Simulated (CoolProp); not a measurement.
Vapour-liquid equilibrium of m-xylene (1) + n-nonane (2) at 139.35 °C; x and y are mole fractions of (1).

Computed with CoolProp (multi-fluid Helmholtz-energy mixture model, Zhou 2012 and Lemmon 2006; pair parameters Bell 2016).

Task: Give the bubble pressure and the first vapour's composition at x = 0.05, 0.15, 0.25. Is there an azeotrope?

Result: x = 0.05: 0.07716 MPa, y = 0.085; x = 0.15: 0.08254 MPa, y = 0.228; x = 0.25: 0.08711 MPa, y = 0.346. No azeotrope shows between x = 0.05 and 0.95.

The pair parameters rest on a limited set of measurements; away from them the model extrapolates.
